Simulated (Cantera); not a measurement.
Feed: 1 mol Ni, 0.019 mol H2S, a varied amount of N2, held at 13.3 mbar.

Equilibrium computed with Cantera from the NASA thermochemical tables; the gas is ideal and each condensed phase is pure. Candidate condensed phases: Ni, NiS, NiS2, Ni3S2, Ni3S4, S; 17 gas species. Metal and sulfide melt together well below either melting point, which pure phases cannot show. Mutual solubility and eutectic melting of coexisting phases are not modelled. Equilibrium is a limit: real reactors are often held back by kinetics, nucleation or transport.

Stable condensed phases, one row left out:

```
T in K \ n(N2) in mol
         6.8 8.7  11  14  18  23  29  37  47  60  76  97 120
   1950    A   A   A   A   A   A   A   A   A   A   A   A   A
   1875    A   A   A   A   A   A   A   A   A   A   A   A   A
   1800    A   A   A   A   A   A   A   A   A   A   A   A   A
   1725    A   A   A   A   A   A   A   A   A   A   A   A   A
   1650    A   A   A   A   A   A   A   A   A   A   A   A   A
   1575    A   A   A   A   A   A   A   A   A   A   A   A   A
   1500    B   B   A   A   A   A   A   A   A   A   A   A   A
   1425    B   B   B   B   B   B   A   A   A   A   A   A   A
   1275    B   B   B   B   B   B   B   B   B   B   B   B   B
```

A: Ni; B: Ni + Ni3S2.

### Question
Give the row for 1350 K.

### Answer
6.8: Ni + Ni3S2; 8.7: Ni + Ni3S2; 11: Ni + Ni3S2; 14: Ni + Ni3S2; 18: Ni + Ni3S2; 23: Ni + Ni3S2; 29: Ni + Ni3S2; 37: Ni + Ni3S2; 47: Ni + Ni3S2; 60: Ni + Ni3S2; 76: Ni + Ni3S2; 97: Ni; 120: Ni.
